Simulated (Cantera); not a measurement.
Adiabatic ignition

An adiabatic, constant-pressure homogeneous reactor starts with C3H8 : O2 : N2 : CO2 = 1 : 4.55 : 17.1 : 1.5 (molar parts), at 1350 K and 17.0 bar.

Model: GRI-Mech 3.0 (53 species, 325 reactions), integrated in Cantera. GRI-Mech 3.0 was tuned for natural gas; its chemistry of propane as a main component is partial and can be far from experiment. The pressure lies above the range GRI-Mech 3.0 was tuned for (to about 10 atm).

```csv
t (s),T (K),x C3H8,x O2,x CO2,x HCN,x C2H4,x C2H,x NO2
1.00e-6,1350,0.0414,0.188,0.0621,<1e-12,1.60e-5,<1e-12,<1e-12
3.15e-6,1350,0.0413,0.188,0.0621,<1e-12,8.40e-5,<1e-12,<1e-12
9.90e-6,1350,0.0408,0.188,0.0621,<1e-12,0.000545,<1e-12,<1e-12
3.12e-5,1351,0.0389,0.187,0.0620,<1e-12,0.00238,<1e-12,<1e-12
9.81e-5,1396,0.0231,0.173,0.0609,2.40e-12,0.0168,1.49e-10,4.97e-12
0.000309,2804,<1e-12,0.00817,0.122,5.54e-9,<1e-12,<1e-12,1.99e-6
0.000972,2797,<1e-12,0.00741,0.121,8.12e-9,<1e-12,<1e-12,3.22e-6
0.00306,2796,<1e-12,0.00738,0.121,8.23e-9,<1e-12,<1e-12,3.27e-6
0.00962,2796,<1e-12,0.00738,0.121,8.23e-9,<1e-12,<1e-12,3.27e-6
0.0303,2796,<1e-12,0.00738,0.121,8.23e-9,<1e-12,<1e-12,3.27e-6
0.0953,2796,<1e-12,0.00738,0.121,8.23e-9,<1e-12,<1e-12,3.27e-6
0.300,2796,<1e-12,0.00738,0.121,8.23e-9,<1e-12,<1e-12,3.27e-6
```
x: mole fraction; the columns are a selection and need not sum to one.

```
Item                                                                Result
---------------------------------  ---------------------------------------
time of steepest temperature rise                                 0.109 ms
temperature at 0.300 s                                              2796 K
equilibrium temperature                                             2796 K
x(C3H8) at 0.300 s                   <1e-12 (gas-phase equilibrium <1e-12)
x(O2) at 0.300 s                   0.00738 (gas-phase equilibrium 0.00738)
x(CO2) at 0.300 s                      0.121 (gas-phase equilibrium 0.121)
```
